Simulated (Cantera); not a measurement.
An isothermal, constant-pressure homogeneous reactor starts with H2 : O2 : N2 = 0.0052 : 1 : 4.5 (molar parts), equivalence ratio 0.0026, at 1025 K and 1330 Pa. Integrator tolerance rtol = 1e-08.

Detailed kinetics in Cantera: the H2/O2 subset of GRI-Mech 3.0, which has no nitrogen chemistry. Radical loss at walls, strong at low pressure, is not modelled.

What does this change do: temperature 1025 to 1350 K?


| quantity | before | after |
|---|---|---|
| x(H2) at 3.00 s | 2.48e-7 (gas-phase equilibrium 3.50e-12) | 9.95e-7 (gas-phase equilibrium 3.94e-9) |
| x(O2) at 3.00 s | 0.181 (gas-phase equilibrium 0.181) | 0.181 (gas-phase equilibrium 0.181) |
| x(HO2) at 3.00 s | 6.90e-8 (gas-phase equilibrium 4.07e-11) | 3.60e-8 (gas-phase equilibrium 1.75e-9) |
| x(H) at 3.00 s | 8.10e-7 (gas-phase equilibrium <1e-12) | 5.39e-6 (gas-phase equilibrium 1.30e-9) |
| x(H2O) at 3.00 s | 0.000939 (gas-phase equilibrium 0.000945) | 0.000901 (gas-phase equilibrium 0.000942) |
| x(H2O2) at 3.00 s | 1.34e-9 (gas-phase equilibrium <1e-12) | 4.83e-10 (gas-phase equilibrium 3.67e-12) |
| x(OH) at 3.00 s | 1.15e-5 (gas-phase equilibrium 5.12e-8) | 8.00e-5 (gas-phase equilibrium 5.07e-6) |
